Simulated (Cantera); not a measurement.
Feed: 1 mol Si₃N₄, 0.0061 mol Si, 0.038 mol H₂, at 0.0133 bar.

These are equilibrium values from Cantera (NASA tables, ideal gas, pure condensed phases), not measurements of a reactor. Candidate condensed phases: Si, Si₃N₄; 31 gas species. Ions and electrons are included (thermal ionisation). The tables' values for SiN are old estimates; treat these amounts as uncertain. Kinetics and transport are ignored.

log p: log10 of the partial pressure in bar; n: condensed amount in mol.

```
T (°C)  log p N₂  log p Si  log p N  log p H  log p Si+  log p e-  n Si(l)
------  --------  --------  -------  -------  ---------  --------  -------
2227       -2.09     -2.32    -7.58    -3.73      -8.32     -8.32     1.73
2477       -2.28     -2.11    -6.76    -3.74      -7.41     -7.41        0
2727       -2.28     -2.11        ?    -3.71          ?         ?        0
2977       -2.28     -2.11    -5.35    -3.70      -6.17     -6.17        0
3227       -2.28     -2.10    -4.80    -3.70      -5.68     -5.68        0
3477       -2.28     -2.11    -4.31    -3.70      -5.25     -5.25        0
3727       -2.29     -2.11    -3.89    -3.70      -4.88     -4.88        0
3977       -2.30     -2.11    -3.53    -3.71      -4.55     -4.55        0
4227       -2.32     -2.12    -3.21    -3.71      -4.25     -4.25        0
4477       -2.36     -2.13        ?    -3.72          ?         ?        0
4727       -2.42     -2.15    -2.69    -3.74      -3.76     -3.76        0
```

Q: Complete the blanks.

A: 
- 2727, log p N: -6.00
- 2727, log p Si+: -6.74
- 2727, log p e-: -6.74
- 4477, log p N: -2.93
- 4477, log p Si+: -3.99
- 4477, log p e-: -3.99
